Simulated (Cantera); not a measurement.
# MgO + SiCl4 + O2 (oxide etching and cleaning by halides)

Feed: 1 mol MgO, 2.4 mol SiCl4, 18 mol O2, equilibrated at 0.530 bar.

Equilibrium computed with Cantera from the NASA thermochemical tables; the gas is ideal and each condensed phase is pure. Candidate condensed phases: Mg, MgCl2, MgO, MgSiO3, Mg2SiO4, Si, SiO2; 20 gas species. Mutual solubility and eutectic melting of coexisting phases are not modelled. The tables hold silica as quartz up to 1696 K and as liquid above; real silica turns to tridymite and cristobalite and melts near 1996 K. Condensed phases not in the tables: alloys, solid solutions and most ternary compounds. The numbers say what is thermodynamically allowed, not how fast it happens.

```tsv
T (K)	x O2	x Cl2	x Cl	x MgCl2	x ClO	n MgSiO3(s)	n SiO2(β-quartz)
1275	0.762	0.231	0.00652	0.000163	0.000142	0.997	1.40
1325	0.761	0.229	0.0101	0.000378	0.000203	0.992	1.41
1375	0.759	0.225	0.0152	0.000819	0.000282	0.983	1.42
1425	0.756	0.220	0.0221	0.00167	0.000381	0.966	1.43
1475	0.753	0.212	0.0312	0.00319	0.000500	0.934	1.47
1525	0.749	0.202	0.0426	0.00575	0.000639	0.880	1.52
1575	0.744	0.189	0.0565	0.00978	0.000796	0.794	1.61
```
x: gas mole fraction; n: condensed amount in mol.

From 1275 K to 1575 K the condensed part is MgSiO3(s) + SiO2(β-quartz). The main Mg-bearing gas is MgCl2 throughout. The share of Mg in condensed phases is highest at 1275 K (99.7 %) and lowest at 1575 K (79.4 %).
